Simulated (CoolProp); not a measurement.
Vapour-liquid equilibrium of carbon dioxide (1) + hydrogen sulfide (2) at 1.89 MPa; x and y are mole fractions of (1).

Values from CoolProp's multi-fluid Helmholtz-energy mixture model, Span 1996 and Lemmon 2006; pair parameters Kunz 2012.

### Question
Give the bubble temperature and the first vapour's composition at x = 0.2, 0.425, 0.725. Is there an azeotrope?

### Answer
x = 0.2: 271.9 K, y = 0.519; x = 0.425: 261.6 K, y = 0.702; x = 0.725: 255.3 K, y = 0.837. No azeotrope shows between x = 0.05 and 0.95.

Pair parameters are fitted to limited data, so mixtures are less certain than the pure fluids.
